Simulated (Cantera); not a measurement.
A perfectly stirred reactor is fed with 17.9 % H2, 30.4 % O2, 51.7 % N2, equivalence ratio 0.29, at 0.133 bar; it is held at 1123 K, and followed from long to short residence time.

Cantera simulation using the H2/O2 subset of GRI-Mech 3.0, which has no nitrogen chemistry; the numbers are that mechanism's predictions, not measurements. The temperature is held fixed by assumption; the heat of reaction is taken as removed at once.

Predict: x(H2) at τ = 0.310 s; x(O2) at τ = 0.310 s; x(OH) at τ = 0.310 s; x(O) at τ = 0.310 s; x(H2O) at τ = 0.310 s; x(H2) at τ = 9.00 ms; x(O2) at τ = 9.00 ms; x(OH) at τ = 9.00 ms; x(O) at τ = 9.00 ms; x(H2O) at τ = 9.00 ms.


| Quantity | Value |
|---|---|
| x(H2) at τ = 0.310 s | 0.000647 |
| x(O2) at τ = 0.310 s | 0.235 |
| x(OH) at τ = 0.310 s | 0.000411 |
| x(O) at τ = 0.310 s | 0.000225 |
| x(H2O) at τ = 0.310 s | 0.196 |
| x(H2) at τ = 9.00 ms | 0.00541 |
| x(O2) at τ = 9.00 ms | 0.236 |
| x(OH) at τ = 9.00 ms | 0.00153 |
| x(O) at τ = 9.00 ms | 0.00213 |
| x(H2O) at τ = 9.00 ms | 0.189 |
